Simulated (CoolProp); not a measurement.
Vapour-liquid equilibrium of R22 (1) + n-pentane (2) at 0.0693 MPa; x and y are mole fractions of (1).

Model: multi-fluid Helmholtz-energy mixture model, Kamei 1995 and Thol 2019; pair parameters Bell 2016, in CoolProp.

```json
[
 {"x": "0.05", "bubble temperature (K)": "271.9", "y at the bubble point": "[?]", "dew temperature at overall composition x (K)": "[?]", "liquid density (mol/L)": "9.151"},
 {"x": "0.15", "bubble temperature (K)": "248.3", "y at the bubble point": "0.911", "dew temperature at overall composition x (K)": "294.2", "liquid density (mol/L)": "9.895"},
 {"x": "0.25", "bubble temperature (K)": "[?]", "y at the bubble point": "0.953", "dew temperature at overall composition x (K)": "291.0", "liquid density (mol/L)": "[?]"},
 {"x": "0.35", "bubble temperature (K)": "234.2", "y at the bubble point": "0.968", "dew temperature at overall composition x (K)": "287.5", "liquid density (mol/L)": "[?]"},
 {"x": "0.45", "bubble temperature (K)": "231.6", "y at the bubble point": "0.975", "dew temperature at overall composition x (K)": "283.5", "liquid density (mol/L)": "11.71"},
 {"x": "0.55", "bubble temperature (K)": "230.1", "y at the bubble point": "0.979", "dew temperature at overall composition x (K)": "279.0", "liquid density (mol/L)": "12.37"},
 {"x": "0.65", "bubble temperature (K)": "229.0", "y at the bubble point": "[?]", "dew temperature at overall composition x (K)": "273.5", "liquid density (mol/L)": "[?]"},
 {"x": "0.75", "bubble temperature (K)": "228.0", "y at the bubble point": "0.985", "dew temperature at overall composition x (K)": "266.6", "liquid density (mol/L)": "13.93"},
 {"x": "0.85", "bubble temperature (K)": "226.9", "y at the bubble point": "0.989", "dew temperature at overall composition x (K)": "257.0", "liquid density (mol/L)": "14.86"},
 {"x": "0.95", "bubble temperature (K)": "225.4", "y at the bubble point": "0.995", "dew temperature at overall composition x (K)": "239.8", "liquid density (mol/L)": "15.95"}
]
```

What belongs in the gaps?


- 0.05, y at the bubble point: 0.675
- 0.05, dew temperature at overall composition x (K): 297.1
- 0.25, bubble temperature (K): 238.8
- 0.25, liquid density (mol/L): 10.50
- 0.35, liquid density (mol/L): 11.10
- 0.65, y at the bubble point: 0.982
- 0.65, liquid density (mol/L): 13.11

No azeotrope shows between x = 0.05 and 0.95.

The pair parameters rest on a limited set of measurements; away from them the model extrapolates. With so large a gap from Raoult's law the liquid may split in two, which this calculation doesn't test in full.
